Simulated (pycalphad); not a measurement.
Computed with pycalphad from the COST 507 light-alloy database (1999), at 1 atm. The database dates from 1999; later assessments differ in places, in temperatures and in the compounds included. Phase fractions are per mole of atoms.

Task: Give the equilibrium state of Al-1.29Si-0.38Fe (at.%) at 477 °C.

Result: fcc, fraction 0.971, with 0.61 Si, <0.01 Fe at.%; ALFESI_BETA, fraction 0.025, with 15.0 Si, 15.0 Fe at.%; diamond (Si), fraction 0.003, with >99.99 Si, no Fe at.%.

Task: Give the equilibrium state of Al-1.29Si-0.38Fe (at.%) at 627 °C.

Result: fcc, fraction 0.804, with 0.46 Si, 0.02 Fe at.%; liquid, fraction 0.186, with 4.5 Si, 0.86 Fe at.%; ALFESI_ALPHA, fraction 0.011, with 7.7 Si, 19.0 Fe at.%.

Database names, with the compositions (at.%) that they take in these runs: ALFESI_ALPHA: Al 73 Fe 19 Si 8; ALFESI_BETA: Al 70 Si 15 Fe 15. An entry "none" or "no" means that the model of the phase leaves that element out.
